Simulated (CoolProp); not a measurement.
Aqueous calcium chloride as a coolant, at 26 °C, 1 atm.

The numbers come from the Melinder's fits for secondary coolants in CoolProp.

| mass % | freezing point (°C) | density (kg/m³) | conductivity (W/(m K)) | Prandtl number | cp (kJ/(kg K)) |
|---|---|---|---|---|---|
| 4.3 | -2.0 | 1032 | 0.604 | 6.39 | 3.933 |
| 7.3 | -3.8 | 1060 | 0.600 | 6.63 | 3.768 |
| 10.2 | -6.0 | 1087 | 0.596 | 6.92 | 3.610 |
| 13.1 | -8.9 | 1114 | 0.592 | 7.31 | 3.456 |
| 16 | -12.3 | 1141 | 0.589 | 7.87 | 3.308 |
| 19 | -16.6 | 1169 | 0.585 | 8.67 | 3.168 |
| 21.9 | -21.8 | 1196 | 0.581 | 9.74 | 3.048 |
| 24.8 | -28.5 | 1224 | 0.576 | 11.2 | 2.945 |
| 27.7 | -37.8 | 1253 | 0.572 | 13.0 | 2.855 |
